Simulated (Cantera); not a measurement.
# Stirred combustor or abatement burner

A perfectly stirred reactor is fed with CH3OH : O2 : N2 : H2O = 1 : 2.24 : 8.42 : 0.31 (molar parts), equivalence ratio 0.67, at 1.01 bar; it is adiabatic with a 675 K inlet, and is followed from long to short residence time, starting on the burning branch (τ in s: 0.16, 0.048, 0.015, 0.0044, 0.0014, 0.00041, 0.00013, 3.9e-05, 1.2e-05).

Detailed kinetics in Cantera: GRI-Mech 3.0 (53 species, 325 reactions). GRI-Mech 3.0 was tuned for natural gas; its chemistry of methanol as a main component is partial and can be far from experiment.

| τ (s) | T (K) | x CH3OH | x O2 | x H2O | x HO2 | x NO2 |
|---|---|---|---|---|---|---|
| 0.16 | 2064 | 8.42e-7 | 0.0588 | 0.183 | 2.10e-6 | 4.21e-7 |
| 0.048 | 2058 | 2.34e-6 | 0.0590 | 0.182 | 2.50e-6 | 1.76e-7 |
| 0.015 | 2041 | 5.54e-6 | 0.0594 | 0.181 | 3.63e-6 | 8.19e-8 |
| 0.0044 | 2007 | 1.27e-5 | 0.0603 | 0.179 | 6.72e-6 | 3.39e-8 |
| 0.0014 | 1956 | 2.80e-5 | 0.0618 | 0.176 | 1.32e-5 | 1.41e-8 |
| 0.00041 | 1879 | 7.25e-5 | 0.0648 | 0.171 | 2.92e-5 | 6.19e-9 |
| 0.00013 | 1782 | 0.000236 | 0.0712 | 0.168 | 7.75e-5 | 3.23e-9 |
| 3.9e-5 | 675 | 0.0835 | 0.187 | 0.0259 | <1e-12 | <1e-12 |
| 1.2e-5 | 675 | 0.0835 | 0.187 | 0.0259 | <1e-12 | <1e-12 |
x: mole fraction; the columns are a selection and need not sum to one.
